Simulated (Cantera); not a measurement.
## Fe3O4 + CH4 + H2 (carbothermic reduction)

A closed system holds: 1 mol Fe3O4, 0.38 mol CH4, 0.41 mol H2, held at 20.3 Torr.

Cantera equilibrium calculation (NASA polynomials, part measured and part estimated; ideal gas, pure solids and liquids). Candidate condensed phases: C, C6H6, C7H8, C8H18, Fe, Fe(CO)5, FeO, Fe(OH)2, Fe(OH)3, Fe2O3, Fe3O4, H2O; 114 gas species. The tables' stoichiometric FeO is somewhat more stable than real wüstite, so its field is too wide. FeO: taken at fixed stoichiometry. The numbers say what is thermodynamically allowed, not how fast it happens.

```csv
T (K),x H2O,x Fe,x H2,x CO,x FeO,x O2,x H,x OH,x CO2,x O,n FeO(l)
2273,0.384,0.0706,0.286,0.179,0.00336,0.000211,0.0273,0.00570,0.0436,0.000374,2.87
2323,0.389,0.0941,0.253,0.169,0.00560,0.000489,0.0333,0.00852,0.0459,0.000763,2.82
2373,0.391,0.120,0.217,0.158,0.00913,0.00116,0.0396,0.0127,0.0487,0.00155,2.76
2423,0.388,0.149,0.182,0.144,0.0146,0.00278,0.0460,0.0186,0.0516,0.00314,2.68
2473,0.376,0.179,0.147,0.129,0.0228,0.00662,0.0520,0.0268,0.0540,0.00627,2.58
2523,0.349,0.213,0.114,0.112,0.0349,0.0153,0.0571,0.0372,0.0545,0.0122,2.43
2573,0.299,0.256,0.0838,0.0914,0.0525,0.0332,0.0605,0.0485,0.0510,0.0228,2.17
2623,0.220,0.314,0.0548,0.0672,0.0778,0.0659,0.0600,0.0572,0.0414,0.0403,1.63
```
x: gas mole fraction; n: condensed amount in mol.

From 2273 K to 2623 K the condensed part is FeO(l). The main Fe-bearing gas is Fe throughout. The share of Fe in condensed phases is highest at 2273 K (95.8 %) and lowest at 2623 K (54.2 %).
